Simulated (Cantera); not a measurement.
# Adiabatic ignition

An adiabatic, constant-pressure homogeneous reactor starts with 4.18 % CH4, 1.17 % C2H6, 12.6 % O2, 79.3 % N2, 2.76 % H2O, equivalence ratio 0.99, at 1075 K and 5.20 bar.

Detailed kinetics in Cantera: GRI-Mech 3.0 (53 species, 325 reactions).

| t (s) | T (K) | x CH4 | x C2H6 | x O2 | x NO | x H2O2 |
|---|---|---|---|---|---|---|
| 9.00e-6 | 1075 | 0.0418 | 0.0117 | 0.126 | <1e-12 | 1.57e-12 |
| 2.78e-5 | 1075 | 0.0418 | 0.0117 | 0.126 | <1e-12 | 1.88e-11 |
| 8.56e-5 | 1075 | 0.0418 | 0.0117 | 0.126 | <1e-12 | 2.74e-10 |
| 0.000264 | 1075 | 0.0418 | 0.0117 | 0.126 | <1e-12 | 4.23e-9 |
| 0.000814 | 1075 | 0.0418 | 0.0117 | 0.126 | <1e-12 | 5.09e-8 |
| 0.00251 | 1075 | 0.0418 | 0.0117 | 0.126 | <1e-12 | 5.99e-7 |
| 0.00774 | 1078 | 0.0415 | 0.0113 | 0.125 | <1e-12 | 3.37e-5 |
| 0.0239 | 2302 | <1e-12 | <1e-12 | 0.00389 | 0.000647 | 8.95e-8 |
| 0.0736 | 2299 | <1e-12 | <1e-12 | 0.00348 | 0.00175 | 8.38e-8 |
| 0.227 | 2298 | <1e-12 | <1e-12 | 0.00339 | 0.00199 | 8.26e-8 |
| 0.700 | 2298 | <1e-12 | <1e-12 | 0.00339 | 0.00199 | 8.26e-8 |
x: mole fraction; the columns are a selection and need not sum to one.

```json
{
 "time_of_steepest_temperature_rise": "11.6 ms",
 "temperature at 0.700 s": "2298 K",
 "equilibrium_temperature": "2298 K",
 "x(CH4) at 0.700 s": "<1e-12 (gas-phase equilibrium <1e-12)",
 "x(C2H6) at 0.700 s": "<1e-12 (gas-phase equilibrium <1e-12)",
 "x(O2) at 0.700 s": "0.00339 (gas-phase equilibrium 0.00339)"
}
```
